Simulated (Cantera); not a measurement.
An isothermal, constant-pressure homogeneous reactor starts with 90.1 % NO, 9.91 % N2, at 1950 K and 0.0434 atm.

Cantera simulation using GRI-Mech 3.0 (53 species, 325 reactions); the numbers are that mechanism's predictions, not measurements. Radical loss at walls, strong at low pressure, is not modelled.

### Question
Predict: x(NO) at 3.00 s; x(N2O) at 3.00 s; x(O) at 3.00 s; x(N2) at 3.00 s; x(O2) at 3.00 s.

### Answer
```json
{
  "x(NO) at 3.00 s": "0.643 (gas-phase equilibrium 0.00809)",
  "x(N2O) at 3.00 s": "0.000128 (gas-phase equilibrium 7.97e-8)",
  "x(O) at 3.00 s": "0.000841 (gas-phase equilibrium 0.00144)",
  "x(N2) at 3.00 s": "0.228 (gas-phase equilibrium 0.545)",
  "x(O2) at 3.00 s": "0.128 (gas-phase equilibrium 0.445)"
}
```
